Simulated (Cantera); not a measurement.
A closed system holds: 1 mol Si₃N₄, 0.17 mol O₂, 2 mol H₂, 0.38 mol N₂O, held at 1000 Pa.

Equilibrium computed with Cantera from the NASA thermochemical tables; the gas is ideal and each condensed phase is pure. Candidate condensed phases: H₂O, Si, SiO₂, Si₂N₂O, Si₃N₄; 35 gas species. Mutual solubility and eutectic melting of coexisting phases are not modelled. Gases not in the tables: Si₂H₆ and higher silanes. The numbers say what is thermodynamically allowed, not how fast it happens.

Problem. What share of the Si ends up in condensed phases as a function of T (K), at 1048, 1198, 1348, 1498, 1648, 1798, 1948, 2098?

Solution. 
```json
[
 {"T (K)": "1048", "Si condensed (%)": "100.0", "as": "Si₂N₂O(s) + Si₃N₄(s)"},
 {"T (K)": "1198", "Si condensed (%)": "100.0", "as": "Si₂N₂O(s) + Si₃N₄(s)"},
 {"T (K)": "1348", "Si condensed (%)": "100.0", "as": "Si₂N₂O(s) + Si₃N₄(s)"},
 {"T (K)": "1498", "Si condensed (%)": "100.0", "as": "Si₂N₂O(s) + Si₃N₄(s)"},
 {"T (K)": "1648", "Si condensed (%)": "99.9", "as": "Si₂N₂O(s) + Si₃N₄(s)"},
 {"T (K)": "1798", "Si condensed (%)": "91.8", "as": "Si(l) + Si₂N₂O(s)"},
 {"T (K)": "1948", "Si condensed (%)": "75.5", "as": "Si(l)"},
 {"T (K)": "2098", "Si condensed (%)": "73.5", "as": "Si(l)"}
]
```
